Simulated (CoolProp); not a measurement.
Properties of R141b along the isobar 77.4 bar (Tc = 477.5 K, pc = 42.12 bar, ω = 0.220).

Computed with CoolProp (reference Helmholtz-energy equation of state, Lemmon 2006). It is a short technical equation, of lower accuracy than the large ones.

| T (K) | phase | Z | speed of sound (m/s) | Joule-Thomson coefficient (K/MPa) | isothermal compressibility (1/MPa) | viscosity (µPa s) | conductivity (mW/(m K)) |
|---|---|---|---|---|---|---|---|
| 281.2 | liquid | 0.3026 | 925.1 | -0.4247 | 0.001289 | 540 | 98.5 |
| 295.3 | liquid | 0.2939 | 875.1 | -0.4033 | 0.001469 | 458 | 94.7 |
| 309.4 | liquid | 0.2864 | 826.4 | -0.3781 | 0.001682 | 392 | 91.0 |
| 323.5 | liquid | 0.2799 | 778.8 | -0.3487 | 0.001938 | 339 | 87.4 |
| 337.6 | liquid | 0.2744 | 732.1 | -0.3143 | 0.002249 | 296 | 83.8 |
| 351.8 | liquid | 0.2698 | 685.8 | -0.2735 | 0.002634 | 259 | 80.4 |
| 365.9 | liquid | 0.2661 | 640.5 | -0.2254 | 0.003112 | 228 | 77.2 |
| 380 | liquid | 0.2634 | 595.6 | -0.1675 | 0.003722 | 201 | 74.2 |
| 394.1 | liquid | 0.2616 | 551.0 | -0.09657 | 0.004516 | 178 | 71.3 |

Viscosity comes from a separate model (Huber 2003), an estimate that may be off by 10 % or more. Thermal conductivity comes from a separate model (Huber 2003), an estimate that may be off by 10 % or more.
